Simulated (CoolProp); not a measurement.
Model: reference Helmholtz-energy equation of state, Thol 2017, in CoolProp.

Q: For octamethyltrisiloxane (MDM), give the phase and the density (kg/m³), speed of sound (m/s), fugacity coefficient at 513.2 K and 40.9 bar; 557.4 K and 40.9 bar.

A: 
- 513.2 K and 40.9 bar: liquid; density 585, speed of sound 355, fugacity coefficient 0.171
- 557.4 K and 40.9 bar: liquid; density 518, speed of sound 262, fugacity coefficient 0.287
